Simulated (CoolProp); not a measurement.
Vapour-liquid equilibrium of propane (1) + R236FA (2) at 1320 kPa; x and y are mole fractions of (1).

Values from CoolProp's multi-fluid Helmholtz-energy mixture model, Lemmon 2009 and Pan 2012; pair parameters Bell 2016.

Task: Give the bubble temperature and the first vapour's composition at x = 0.05, 0.2, 0.35. Is there an azeotrope?

Result: x = 0.05: 347.9 K, y = 0.160; x = 0.2: 330.4 K, y = 0.484; x = 0.35: 321.0 K, y = 0.633. y crosses x between x = 0.8 and 0.95: the model has an azeotrope there.

Pair parameters are fitted to limited data, so mixtures are less certain than the pure fluids.
